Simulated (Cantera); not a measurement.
## Ignition delay

Mixture: 3.91 % C2H4, 15.5 % O2, 57.9 % N2, 22.7 % H2O, equivalence ratio 0.76, at 1.10 bar, adiabatic and at constant volume. Ignition delay is the time to a rise of 400 K.

Computed with Cantera and GRI-Mech 3.0 (53 species, 325 reactions). GRI-Mech 3.0 was tuned for natural gas; its chemistry of ethylene as a main component is partial and can be far from experiment.

| T0 (K) | delay (ms) |
|---|---|
| 1298 | 0.104 |
| 1373 | 0.0568 |
| 1448 | 0.0376 |
| 1523 | 0.0273 |
| 1598 | 0.0208 |
| 1673 | 0.0165 |

The apparent activation energy between 1523 and 1673 K comes out as 71 kJ/mol.
